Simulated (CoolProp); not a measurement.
The fluid at 293.15 K and 0.228 MPa is compressed adiabatically to 0.719 MPa with isentropic efficiency 0.9. The same conditions are run with several fluids, on thermodynamics alone (safety and materials aside).

Values from CoolProp's reference Helmholtz-energy equation of state of each fluid (chlorine: Thol 2021; R410A: Lemmon 2003; carbon monoxide: Lemmon 2006; R507A: Lemmon 2003; R125: Lemmon 2005). Blends and air are pseudo-pure fits.

```
fluid            work (kJ/kg)  final temperature (K)  final density (kg/m³)
---------------  ------------  ---------------------  ---------------------
chlorine                 48.9                  397.3                   16.0
R410A                    44.6                  350.5                   18.9
carbon monoxide           131                  419.3                   5.77
R507A                    31.4                  333.9                   27.9
R125                     25.8                  329.8                   34.2
```
